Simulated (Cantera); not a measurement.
## Thermodynamics of carbothermic reduction, feed Cu₂O + CO + N₂

Input: 1 mol Cu₂O, 2.1 mol CO, 3.3 mol N₂, equilibrated at 0.300 bar.

Method: chemical equilibrium by Gibbs-energy minimisation in Cantera with the NASA 1993 tables (ideal gas, pure condensed phases). Candidate condensed phases: C, Cu, CuO, Cu₂O; 27 gas species. The numbers say what is thermodynamically allowed, not how fast it happens.

At 1350 K the condensed part is Cu(s). From 1400 K to 1700 K the condensed part is Cu(l). The main Cu-bearing gas is Cu throughout.

```csv
T (K),log p N₂,log p CO,log p CO₂,log p Cu,log p Cu₂,log p NO,n Cu(s),n Cu(l)
1350,-0.74,-1.21,-1.26,-6.31,-10.19,-9.68,2.00,0
1400,-0.74,-1.21,-1.26,-5.87,-9.58,-9.17,0,2.00
1450,-0.74,-1.21,-1.26,-5.46,-9.02,-8.69,0,2.00
1500,-0.74,-1.21,-1.26,-5.08,-8.49,-8.24,0,2.00
1550,-0.74,-1.21,-1.26,-4.73,-8.00,-7.82,0,2.00
1600,-0.74,-1.21,-1.26,-4.40,-7.55,-7.43,0,2.00
1650,-0.74,-1.21,-1.26,-4.09,-7.12,-7.07,0,2.00
1700,-0.74,-1.21,-1.26,-3.80,-6.72,-6.72,0,2.00
```
log p: log10 of the partial pressure in bar; n: condensed amount in mol.
